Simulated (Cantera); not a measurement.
Charge: 1 mol Al, 1.1 mol F2, 44 mol N2, equilibrated at 1548 K and 0.100 bar.

Cantera equilibrium calculation (NASA polynomials, part measured and part estimated; ideal gas, pure solids and liquids). Candidate condensed phases: Al, AlF3, AlN; 14 gas species. The tables' values for AlF2 are old estimates; treat these amounts as uncertain. Kinetics and transport are ignored.

Base state: N2 0.982, AlF3 0.0146, AlF 0.00232, AlF2 0.00157 (mole fractions); condensed: AlN(s).

Task: What changes in the equilibrium state with this change: F2 from 1.1 to 0.35 mol?

Result: 
```tsv
species	before	after
N2	0.982	0.993
AlF3	0.0146	0.00433
AlF	0.00232	0.00154
AlF2	0.00157	0.000700
AlN(s), mol	0.174	0.711
```
